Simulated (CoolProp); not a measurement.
Ammonia at 263.07 K and 0.239 MPa flows at 6.1 m/s in a round tube of 100 mm bore and 0.25 µm roughness, fully developed (64/Re and Nu = 3.66 if laminar; Colebrook and Gnielinski if turbulent). Each further row changes one setting.

The numbers come from the reference Helmholtz-energy equation of state, Gao 2020 in CoolProp.

```csv
case,Reynolds number,Darcy friction factor,pressure drop (Pa/m),heat-transfer coefficient (W/(m² K)),mass flow (kg/h)
as stated,___,___,6.13,62.1,___
velocity 12.2 m/s,271000,0.0148,___,109,671
diameter 200 mm,271000,0.0148,___,___,___
```

Problem. Fill in the missing entries.

Solution. 
- as stated, Reynolds number: 135000
- as stated, Darcy friction factor: 0.0169
- as stated, mass flow (kg/h): 336
- velocity 12.2 m/s, pressure drop (Pa/m): 21.4
- diameter 200 mm, pressure drop (Pa/m): 2.67
- diameter 200 mm, heat-transfer coefficient (W/(m² K)): 54.3
- diameter 200 mm, mass flow (kg/h): 1340

Viscosity comes from a separate model (Fenghour 1995). Thermal conductivity comes from a separate model (Tufeu 1984).
